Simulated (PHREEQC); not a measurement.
**Silver or lead bath (model solution)**

Solution (40 °C): 14 mmol/kgw Ag2SO4, 2.5 mmol/kgw HF and 130 mmol/kgw Cu(NO3)2. Closed to the air; pH follows from the charge balance.

Equilibrium calculation in PHREEQC: ion-association model, wateq4f.dat.

Precipitation was switched off in this run.

Predict the pH.

pH 3.02.

In which forms is F present?

HF 41 %, F- 37 %, CuF+ 21 %, AgF 0.7 % of the F.

At this temperature some constants are extrapolated from 25 °C, and those without enthalpy data are left unchanged.
